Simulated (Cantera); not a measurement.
A closed system holds: 1 mol SiC, 0.58 mol O2, 1 mol N2, equilibrated at 1627 °C.

These are equilibrium values from Cantera (NASA tables, ideal gas, pure condensed phases), not measurements of a reactor. Candidate condensed phases: C, Si, SiC, SiO2, Si2N2O, Si3N4; 34 gas species. Mutual solubility and eutectic melting of coexisting phases are not modelled. The tables' values for SiN are old estimates; treat these amounts as uncertain. Equilibrium is a limit: real reactors are often held back by kinetics, nucleation or transport.

log p: log10 of the partial pressure in bar; n: condensed amount in mol.

```csv
P (Pa),log p CO,log p N2,log p Si,log p SiO,n SiC(s),n Si2N2O(s),n C(graphite)
0.100,-6.48,-6.48,-6.55,-7.27,?,0,0
1,-5.48,-5.46,-5.60,-6.16,?,0,0
10,-4.55,-4.36,-5.30,-4.64,?,0,0
100,-3.57,-3.34,-5.27,-3.58,0.414,0,0
1000,-2.57,-2.33,-5.26,-2.57,0.419,0,0
10000,-1.32,-1.35,-5.66,-2.12,?,0.308,0
100000,-0.25,-0.37,-6.35,-2.41,0,0.498,0.342
1000000,0.75,0.63,-7.35,-2.40,0,0.500,0.340
```

Q: Some entries are withheld; supply them.

A: 
- 0.100, n SiC(s): 0
- 1, n SiC(s): 0.0295
- 10, n SiC(s): 0.360
- 10000, n SiC(s): 0.266
